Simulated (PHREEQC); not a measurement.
1 kg of water holding 0.014 mol/kgw KCl, 0.0078 mol/kgw NaCl, 0.0078 mol/kgw SrCl2, 0.0037 mol/kgw CaCl2 and 0.22 mol/kgw MgCl2 is evaporated at 25 °C; the solids stay in contact with the brine. CO2 from the air is kept out. Solids allowed: Bischofite, Brucite, Carnallite, Halite, Portlandite, Sylvite, MgCl2_4H2O. Others were left out.

The series has 18 steps of water left (kg), from 1 to 0.0296.

Equilibrium calculation in PHREEQC: Pitzer model, pitzer.dat.

Question: Which solids form, in which order, and at which step of the series does each first stand?

Answer: Carnallite from water left = 0.04211 kg; Halite from water left = 0.04211 kg; Bischofite from water left = 0.0296 kg.
